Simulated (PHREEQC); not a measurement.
Ultrapure water in contact with air or piping: speciation

Model water analysis in mg/kgw, 60 °C, pH 6.01, pe 10.8: Na 0.00807; K 0.00547; Ca 0.0273; Mg 0.00353; Cl 0.0122; S(6) as SO4 0.0148; Alkalinity as HCO3 0.088; Sr 0.00225; Ni 8.51e-05; Si as SiO2 0.00227; Br 7.6e-05; O(0) (dissolved oxygen) 0.000123.

Valence states are taken as typed.

Computed with PHREEQC (ion-association model, wateq4f.dat).

No solid was allowed to form.

Problem. Estimate the ionic strength, charge-balance error.

Solution. ionic strength 4.13e-6 mol/kgw; charge-balance error 1.6 %.

Problem. In which forms is C present?

Solution. CO2 66 %, HCO3- 34 % of the C.

Away from 25 °C the constants follow the database's enthalpies or fits; those with neither stay at their 25 °C values.
